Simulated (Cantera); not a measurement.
A perfectly stirred reactor is fed with NH₃ : N₂ = 1 : 2.4 (molar parts), at 0.0280 bar; it is held at 2325 K, and followed from long to short residence time.

Detailed kinetics in Cantera: the gas-phase N/H chemistry of the illustrative SiF4/NH3 mechanism in the Surface Chemkin manual (1991). Walls and surfaces, which speed up NH3 decomposition in real reactors, are not modelled.

Question: What does this change do: NH3 1 to 0.18 parts?

Answer: 
| quantity | before | after |
|---|---|---|
| x(NH₃) at τ = 7.10 s | 0.000367 | 0.000171 |
| x(N₂H₄) at τ = 7.10 s | 1.45e-12 | <1e-12 |
| x(H) at τ = 7.10 s | 0.00942 | 0.00293 |
| x(N₂H₂) at τ = 7.10 s | 1.30e-8 | 4.01e-9 |
| x(NH) at τ = 7.10 s | 1.93e-5 | 1.03e-5 |
| x(NH₃) at τ = 34.0 ms | 0.168 | 0.0400 |
| x(N₂H₄) at τ = 34.0 ms | 3.97e-9 | 7.19e-10 |
| x(H) at τ = 34.0 ms | 0.000476 | 0.000247 |
| x(N₂H₂) at τ = 34.0 ms | 4.58e-6 | 1.11e-6 |
| x(NH) at τ = 34.0 ms | 8.17e-5 | 5.27e-5 |
